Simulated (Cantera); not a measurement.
Feed: 1 mol Si3N4, 0.19 mol CO2, 330 mol N2, 0.0022 mol O2, at 1473 K and 2.40 bar.

Cantera equilibrium calculation (NASA polynomials, part measured and part estimated; ideal gas, pure solids and liquids). Candidate condensed phases: C, Si, SiC, SiO2, Si2N2O, Si3N4; 34 gas species. Mutual solubility and eutectic melting of coexisting phases are not modelled. Kinetics and transport are ignored.

Base state: N2 1.000, CO 3.07e-5 (mole fractions); condensed: C(graphite) + Si2N2O(s) + Si3N4(s).

Task: What changes in the equilibrium state with this change: temperature from 1473 K to 1700 K?

Result: 
```tsv
species	before	after
N2	1.000	0.999
CO	3.07e-5	0.000575
C(graphite), mol	0.180	0
Si2N2O(s), mol	0.374	0.194
Si3N4(s), mol	0.750	0.871
```

Task: What changes in the equilibrium state with this change: Si3N4 replaced by SiC?

Result: 
| species | before | after |
|---|---|---|
| N2 | 1.000 | 1.000 |
| CO | 3.07e-5 | 3.07e-5 |
| C(graphite), mol | 0.180 | 1.18 |
| Si2N2O(s), mol | 0.374 | 0.374 |
| Si3N4(s), mol | 0.750 | 0.0838 |
N2 is the only nitrogen source here; it is nearly inert below about 1500 K, so the nitride shown seldom forms there in practice.
